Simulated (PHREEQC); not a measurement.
## Polishing slurry liquid

Consider water at 25 °C with 0.14 mol KOH, 0.0048 mol CO2 and 0.0067 mol Na2CO3 per kg of water. Closed to the air; pH follows from the charge balance.

The numbers come from PHREEQC with the ion-association model, phreeqc.dat.

```json
{
 "pH": "12.97",
 "ionic_strength": "0.163 mol/kgw",
 "specific_conductance": "30500 µS/cm",
 "density": "1.005 g/cm³",
 "total_alkalinity": "153 meq/kg"
}
```

| species | molality | activity | log γ |
|---|---|---|---|
| K+ | 0.140 | 0.102 | -0.138 |
| OH- | 0.130 | 0.0943 | -0.141 |
| Na+ | 0.0126 | 0.00953 | -0.120 |
| CO3-2 | 0.0107 | 0.00353 | -0.480 |
| NaCO3- | 0.000829 | 0.000626 | -0.122 |
| HCO3- | 1.06e-5 | 8.03e-6 | -0.120 |
| NaHCO3 | 4.15e-8 | 4.31e-8 | 0.016 |

No solid was allowed to form.
